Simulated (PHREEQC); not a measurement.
Make-up at 25 °C: 1.5 mmol/kgw CuSO4, 0.048 mmol/kgw MgSO4 and 30 mmol/kgw H2SO4. Closed to the air; pH follows from the charge balance.

Model: ion-association model, phreeqc.dat, run in PHREEQC.

Each row changes one thing in this solution. No solid was allowed to form.

```
case                                                pH  ionic strength (mol/kgw)  HSO4- (mol/kgw)  SO4-2 (mol/kgw)  Cu+2 (mol/kgw)  CuSO4 (mol/kgw)
------------------------------------------------  ----  ------------------------  ---------------  ---------------  --------------  ---------------
as made                                           1.47                    0.0541           0.0201           0.0110         0.00102         0.000482
MgSO4 from 4.8e-05 to 2.4e-05 mol/kgw             1.47                    0.0540           0.0200           0.0110         0.00102         0.000481
temperature from 25 to 55 °C                      1.51                    0.0464           0.0240                ?               ?         0.000405
MgSO4 replaced by NaHSO4 at the same molality     1.47                    0.0541           0.0201           0.0110         0.00102         0.000482
diluted 5-fold with water                         2.06                    0.0143          0.00233                ?        0.000228          7.19e-5
MgSO4 replaced by Fe2(SO4)3 at the same molality  1.47                    0.0541           0.0201           0.0110         0.00102         0.000482
MgSO4 left out                                    1.47                    0.0540           0.0200           0.0110         0.00102         0.000481
```

Q: What belongs in the gaps?

A: 
- temperature from 25 to 55 °C, SO4-2 (mol/kgw): 0.00707
- temperature from 25 to 55 °C, Cu+2 (mol/kgw): 0.00110
- diluted 5-fold with water, SO4-2 (mol/kgw): 0.00390

Some of these states are supersaturated (in Hematite (slow to form), for instance). Away from 25 °C the constants follow the database's enthalpies or fits; those with neither stay at their 25 °C values.
